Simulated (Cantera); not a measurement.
## Adiabatic ignition

An adiabatic, constant-pressure homogeneous reactor starts with 47.9 % H2, 10.9 % O2, 41.0 % N2, 0.240 % NO, at 1775 K and 12.0 bar.

Model: GRI-Mech 3.0 (53 species, 325 reactions), integrated in Cantera. The hydrogen kinetics of GRI-Mech 3.0 are dated; newer H2 mechanisms differ, most at raised pressure. The pressure lies above the range GRI-Mech 3.0 was tuned for (to about 10 atm). Above 3000 K some thermodynamic fits are extrapolated.

```csv
t (s),T (K),x H2,x O2,x NO,x O,x H2O2,x N2
8.00e-6,3054,0.278,0.000172,0.00226,0.000526,1.98e-7,0.451
2.91e-5,3059,0.278,0.000174,0.00166,0.000529,2.00e-7,0.451
0.000106,3061,0.277,0.000178,0.00119,0.000539,2.03e-7,0.452
0.000386,3062,0.277,0.000178,0.00114,0.000540,2.03e-7,0.452
0.00141,3062,0.277,0.000178,0.00114,0.000540,2.03e-7,0.452
0.00512,3062,0.277,0.000178,0.00114,0.000540,2.03e-7,0.452
0.0186,3062,0.277,0.000178,0.00114,0.000540,2.03e-7,0.452
0.0679,3062,0.277,0.000178,0.00114,0.000540,2.03e-7,0.452
0.247,3062,0.277,0.000178,0.00114,0.000540,2.03e-7,0.452
0.900,3062,0.277,0.000178,0.00114,0.000540,2.03e-7,0.452
```
x: mole fraction; the columns are a selection and need not sum to one.

```yaml
time_of_steepest_temperature_rise: 0.584 µs
temperature at 0.900 s: 3062 K
equilibrium_temperature: 3062 K
x(H2) at 0.900 s: 0.277 (gas-phase equilibrium 0.277)
x(O2) at 0.900 s: 0.000178 (gas-phase equilibrium 0.000178)
x(NO) at 0.900 s: 0.00114 (gas-phase equilibrium 0.00114)
```
